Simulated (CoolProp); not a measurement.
Saturation properties of sulfur hexafluoride (Tc = 318.7 K, pc = 37.55 bar, ω = 0.210).

Values from CoolProp's reference Helmholtz-energy equation of state, Guder 2009.

```csv
T (K),p (bar),liquid density (kg/m³),vapour density (kg/m³)
249.2,6.056,1710,49.54
254.4,7.176,1680,58.70
259.7,8.469,1647,69.45
264.9,9.896,1614,81.60
270.2,11.53,1579,95.90
275.4,13.31,1542,112.1
280.7,15.33,1502,131.4
286,17.58,1458,154.0
291.2,20.00,1411,180.4
296.5,22.73,1358,212.8
301.7,25.67,1298,252.4
307,28.97,1225,305.2
312.2,32.53,1131,379.8
```
